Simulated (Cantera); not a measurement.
Mixture: CH4 : CO : O2 : N2 = 1 : 0.71 : 1.18 : 3.77 (molar parts), equivalence ratio 2.0, at 780000 Pa, adiabatic and at constant pressure. Ignition delay is the time to a rise of 400 K.

Computed with Cantera and GRI-Mech 3.0 (53 species, 325 reactions).

Problem. Predict: delay at 1225 K; delay at 1425 K; delay at 1625 K; delay at 1825 K; apparent activation energy between 1725 and 1925 K.

Solution. 
```json
{
 "delay at 1225 K": "11.4 ms",
 "delay at 1425 K": "0.857 ms",
 "delay at 1625 K": "0.101 ms",
 "delay at 1825 K": "18.9 µs",
 "apparent activation energy between 1725 and 1925 K": "200 kJ/mol"
}
```
